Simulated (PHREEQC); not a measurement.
0.048 g of hydrous ferric oxide (600 m²/g; 0.2 weak and 0.005 strong sites per Fe, Dzombak-Morel constants, diffuse double layer) in 1 kg of water with 0.001 mol/kgw of an inert sodium salt and 3.4e-06 mol Na2SeO4, at 25 °C; the pH is set by adding NaOH or the inert anion's acid. Oxygen alone is held at its pressure in air (log pO2 = -0.68). CO2 from the air is kept out. Precipitation was switched off in this run.

The numbers come from PHREEQC with the ion-association model, wateq4f.dat.

| pH | Se sorbed (%) | surface charge σ (C/m²) | surface potential ψ (mV) |
|---|---|---|---|
| 3 | 100.0 | 0.238 | 230 |
| 3.5 | 100.0 | 0.163 | 222 |
| 4 | 100.0 | 0.109 | 206 |
| 4.5 | 99.9 | 0.071 | 186 |
| 5 | 99.4 | 0.046 | 164 |
| 5.5 | 96.1 | 0.028 | 140 |
| 6 | 77.9 | 0.017 | 114 |
| 6.5 | 34.4 | 0.010 | 90 |
| 7 | 6.3 | 0.006 | 63 |
| 7.5 | 0.7 | 0.003 | 35 |
| 8 | 0.1 | 0.000 | 6 |
| 8.5 | 0.0 | -0.002 | -23 |
| 9 | 0.0 | -0.004 | -51 |

The oxide is taken as insoluble; below pH 4 it would dissolve.
